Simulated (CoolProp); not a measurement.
Saturated liquid density (kg/m³) of carbon dioxide: the reference equation beside estimates from Tc = 31.0 °C, pc = 7.377 MPa, ω = 0.224. Rackett uses Z = 0.29056 − 0.08775 ω.

The numbers come from the reference Helmholtz-energy equation of state, Span 1996 in CoolProp.

| T (°C) | reference | Rackett | van der Waals | Redlich-Kwong | Soave-Redlich-Kwong |
|---|---|---|---|---|---|
| -36.25 | 1102 | 1107 | 678.1 | 964.5 | 1004 |
| -30.35 | 1077 | 1083 | 663.1 | 937.5 | 977.5 |
| -24.35 | 1051 | 1057 | 646.9 | 908.4 | 948.3 |
| -18.45 | 1024 | 1031 | 630.2 | 878.1 | 917.6 |
| -12.45 | 995.4 | 1002 | 612.0 | 845.4 | 884.0 |
| -6.55 | 964.7 | 972.0 | 592.8 | 810.9 | 848.2 |
| -0.65 | 931.3 | 939.3 | 572.0 | 773.6 | 809.2 |
| 5.35 | 893.7 | 902.6 | 548.7 | 732.2 | 765.2 |
| 11.25 | 851.7 | 861.6 | 522.9 | 686.7 | 716.4 |
| 17.15 | 801.9 | 813.3 | 493.0 | 634.4 | 659.8 |

Absolute difference from the reference over all 10 rows, mean and median: Rackett 0.8 and 0.7 %, van der Waals 38.5 and 38.5 %, Redlich-Kwong 16.0 and 15.5 %, Soave-Redlich-Kwong 12.3 and 11.6 %.
